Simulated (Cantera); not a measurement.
An isothermal, constant-pressure homogeneous reactor starts with CO : O2 : H2O : N2 = 0.0094 : 0.0063 : 0.079 : 1 (molar parts), at 1125 K and 160000 Pa.

Detailed kinetics in Cantera: GRI-Mech 3.0 (53 species, 325 reactions).

x: mole fraction; the columns are a selection and need not sum to one.

```csv
t (s),x CO,x O2,x H2O,x NO,x H,x OH,x HO2
0.000400,0.00859,0.00575,0.0722,<1e-12,3.51e-10,3.85e-10,6.61e-10
0.000825,0.00859,0.00575,0.0722,<1e-12,1.75e-9,1.86e-9,5.16e-9
0.00170,0.00859,0.00575,0.0722,<1e-12,2.94e-8,3.11e-8,1.01e-7
0.00350,0.00849,0.00571,0.0721,1.05e-11,5.49e-6,6.68e-6,5.31e-6
0.00722,0.00485,0.00410,0.0718,7.61e-9,4.78e-5,4.40e-5,4.60e-6
0.0149,(withheld),(withheld),0.0721,(withheld),(withheld),(withheld),(withheld)
0.0307,0.000390,0.00171,0.0723,1.88e-8,3.47e-6,1.35e-5,1.29e-6
0.0632,0.000120,0.00155,0.0724,1.89e-8,5.33e-7,5.54e-6,6.53e-7
0.130,4.38e-5,0.00150,0.0725,1.83e-8,9.58e-8,2.46e-6,3.03e-7
0.269,1.54e-5,0.00148,0.0725,1.78e-8,2.11e-8,1.42e-6,1.21e-7
0.554,(withheld),0.00147,0.0725,1.80e-8,(withheld),(withheld),(withheld)
1.14,4.88e-7,0.00147,0.0725,1.89e-8,4.18e-10,7.27e-7,4.66e-9
2.35,2.62e-8,0.00147,0.0725,1.95e-8,2.81e-11,4.96e-7,4.88e-10
4.85,1.24e-9,0.00147,0.0725,1.95e-8,5.95e-12,3.56e-7,1.79e-10
10.0,6.05e-10,0.00147,0.0725,1.95e-8,3.38e-12,2.84e-7,1.42e-10
```

Task: Fill in the missing entries.

Result: 
- 0.0149, x CO: 0.00146
- 0.0149, x O2: 0.00233
- 0.0149, x NO: 1.69e-8
- 0.0149, x H: 1.80e-5
- 0.0149, x OH: 2.82e-5
- 0.0149, x HO2: 2.39e-6
- 0.554, x CO: 3.86e-6
- 0.554, x H: 4.02e-9
- 0.554, x OH: 1.00e-6
- 0.554, x HO2: 3.31e-8
